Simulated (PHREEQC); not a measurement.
Consider water at 57 °C with 0.052 mol Cu(NO3)2 and 0.21 mol FeCl3 per kg of water. Closed to the air; pH follows from the charge balance.

All values are PHREEQC results (ion-association model, wateq4f.dat), not measurements.

Precipitation was switched off in this run.

Task: Order these Cl species by the share of Cl that they hold, largest first: CuCl2, FeCl2+, CuCl+, FeCl+2, Cl-.

Result: Cl- (67 %), FeCl+2 (24 %), FeCl2+ (4.7 %), CuCl+ (3.8 %), CuCl2 (0.70 %)

The pH is 1.73 and the ionic strength 0.807 mol/kgw. The solution is supersaturated, for example in Hematite (slow to form), Goethite (slow to form), so a real one may precipitate; this is no full list. The ionic strength is past about 0.7 mol/kgw, beyond the range of this activity model, so the values are rough. Constants without temperature data keep their 25 °C values here.
